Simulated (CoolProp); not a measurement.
Saturated liquid density (kg/m³) of ethylbenzene: the reference equation beside estimates from Tc = 344.0 °C, pc = 3.622 MPa, ω = 0.304.

Values from CoolProp's reference Helmholtz-energy equation of state, Zhou 2012.

```
T (°C)  reference  van der Waals  Redlich-Kwong  Soave-Redlich-Kwong
------  ---------  -------------  -------------  -------------------
108.95      786.7          455.9          669.5                696.3
122.45      773.7          448.7          657.0                684.9
136.05      760.4          441.1          643.7                672.8
149.65      746.7          433.3          629.9                659.9
163.15      732.8          425.2          615.6                646.4
176.75      718.2          416.7          600.4                631.9
190.25      703.3          407.8          584.6                616.6
203.85      687.6          398.5          567.8                600.1
217.35      671.3          388.7          550.2                582.5
230.95      654.0          378.2          531.3                563.5
244.55      635.7          367.1          511.3                542.9
258.05      616.2          355.2          489.9                520.6
```

Absolute difference from the reference over all 12 rows, mean and median: van der Waals 42.1 and 42.0 %, Redlich-Kwong 17.0 and 16.6 %, Soave-Redlich-Kwong 12.7 and 12.2 %.
